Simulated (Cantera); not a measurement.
An isothermal, constant-pressure homogeneous reactor starts with H2 : O2 : N2 = 0.013 : 1 : 0.19 (molar parts), at 925 K and 0.0132 atm. Integrator tolerance rtol = 1e-08.

Computed with Cantera and GRI-Mech 3.0 (53 species, 325 reactions). Radical loss at walls, strong at low pressure, is not modelled. Below about 950 K walls govern HO2 and H2O2 in real vessels.

Problem. What does this change do: temperature 925 to 1425 K?

Solution. 
```json
[
 {"quantity": "x(H2) at 2.00 s", "before": "1.52e-7 (gas-phase equilibrium <1e-12)", "after": "5.05e-6 (gas-phase equilibrium 6.83e-8)"},
 {"quantity": "x(O2) at 2.00 s", "before": "0.830 (gas-phase equilibrium 0.830)", "after": "0.829 (gas-phase equilibrium 0.830)"},
 {"quantity": "x(O) at 2.00 s", "before": "6.61e-6 (gas-phase equilibrium 1.06e-10)", "after": "0.000829 (gas-phase equilibrium 1.10e-5)"},
 {"quantity": "x(H) at 2.00 s", "before": "3.03e-8 (gas-phase equilibrium <1e-12)", "after": "1.00e-5 (gas-phase equilibrium 1.55e-8)"},
 {"quantity": "x(NO2) at 2.00 s", "before": "1.53e-11 (gas-phase equilibrium 2.50e-7)", "after": "2.14e-11 (gas-phase equilibrium 1.16e-6)"},
 {"quantity": "x(N2O) at 2.00 s", "before": "6.77e-10 (gas-phase equilibrium 5.33e-11)", "after": "6.40e-9 (gas-phase equilibrium 2.43e-9)"},
 {"quantity": "x(NO) at 2.00 s", "before": "2.47e-9 (gas-phase equilibrium 1.15e-5)", "after": "1.53e-7 (gas-phase equilibrium 0.000745)"}
]
```
